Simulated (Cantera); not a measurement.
Charge: 1 mol toluene, 1.1 mol O2, 0.052 mol H2O, at 2400 °C and 100000 Pa.

Method: chemical equilibrium by Gibbs-energy minimisation in Cantera with the NASA 1993 tables (ideal gas, pure condensed phases). Candidate condensed phases: C, C6H6, C7H8, C8H18, H2O; 110 gas species. Rates play no part.

Base state: H2 0.597, CO 0.350, H 0.0396, C2H2 (acetylene) 0.0128, C4H2 0.000113, C2H 8.56e-5, CH3 4.72e-5, CH4 4.13e-5 (mole fractions); condensed: C(graphite).

Q: What changes in the equilibrium state with this change: pressure from 100000 Pa to 5300 Pa?

A: 
| species | before | after |
|---|---|---|
| H2 | 0.597 | 0.502 |
| CO | 0.350 | 0.329 |
| H | 0.0396 | 0.158 |
| C2H2 (acetylene) | 0.0128 | 0.0107 |
| CH4 | 4.13e-5 | 1.55e-6 |
| C3 | 6.13e-6 | 0.000116 |
| C(graphite), mol | 4.58 | 4.59 |
